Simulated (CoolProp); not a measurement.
Vapour-liquid equilibrium of dimethyl ether (1) + n-hexane (2) at 0.00583 MPa; x and y are mole fractions of (1).

Model: multi-fluid Helmholtz-energy mixture model, Wu 2011 and Thol 2019; pair parameters Bell 2016, in CoolProp.

| x | bubble temperature (K) | y at the bubble point | dew temperature at overall composition x (K) | liquid density (mol/L) |
|---|---|---|---|---|
| 0.05 | 237.1 | 0.899 | 271.5 | (withheld) |
| 0.2 | (withheld) | (withheld) | 268.5 | 9.467 |
| 0.35 | 206.3 | (withheld) | 264.8 | 10.46 |
| 0.5 | 203.4 | 0.997 | 260.4 | 11.58 |
| 0.65 | 201.7 | 0.998 | 254.7 | 12.91 |
| 0.8 | 200.3 | 0.999 | 246.4 | 14.53 |
| 0.95 | 198.7 | (withheld) | 228.5 | 16.58 |

Task: Fill in the missing entries.

Result: 
- 0.05, liquid density (mol/L): 8.444
- 0.2, bubble temperature (K): 213.1
- 0.2, y at the bubble point: 0.989
- 0.35, y at the bubble point: 0.995
- 0.95, y at the bubble point: 1.000

No azeotrope shows between x = 0.05 and 0.95.

The pair parameters rest on a limited set of measurements; away from them the model extrapolates.
